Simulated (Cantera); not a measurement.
# Thermodynamics of aluminium nitride and oxide growth, feed AlCl3 + N2O + N2

A closed system holds: 1 mol AlCl3, 35 mol N2O, a varied amount of N2, held at 877 °C and 74.0 Pa.

Equilibrium computed with Cantera from the NASA thermochemical tables; the gas is ideal and each condensed phase is pure. Candidate condensed phases: Al, AlCl3, AlN, Al2O3; 24 gas species. Equilibrium is a limit: real reactors are often held back by kinetics, nucleation or transport.

From 2.8 mol N2 to 370 mol N2 the condensed part is Al2O3(s).

```csv
n(N2) (mol),x N2,x O2,x Cl2,x Cl,n Al2O3(s)
2.8,0.670,0.297,0.0195,0.0141,0.500
4.5,0.679,0.288,0.0189,0.0138,0.500
7.3,0.694,0.275,0.0179,0.0135,0.500
12,0.716,0.255,0.0164,0.0129,0.500
19,0.743,0.230,0.0146,0.0122,0.500
32,0.782,0.195,0.0120,0.0110,0.500
52,0.823,0.158,0.00932,0.00973,0.500
84,0.863,0.121,0.00674,0.00828,0.500
140,0.902,0.0863,0.00439,0.00668,0.500
220,0.931,0.0611,0.00280,0.00534,0.500
370,0.955,0.0395,0.00155,0.00397,0.500
```
x: gas mole fraction; n: condensed amount in mol.
